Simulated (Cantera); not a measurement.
Cantera with NASA thermochemical tables; ideal gases at 1 bar, condensed phases pure. Values are per mole of reaction as written; species without (g) are pure solids or liquids, kept so even where they would boil at 1 bar.

### Question
Between 1200 and 1700 K, where is each reaction favourable under standard conditions?
- 4 CrO₃(g) + 3 H₂(g) = 2 Cr₂O₃ + 6 OH(g)

### Answer
- 4 CrO₃(g) + 3 H₂(g) = 2 Cr₂O₃ + 6 OH(g): ΔG° is -672 kJ at 1200 K and -612 kJ at 1700 K; it stays negative (K > 1). ΔH° is -804 kJ and ΔS° -113 J/K at 1700 K.
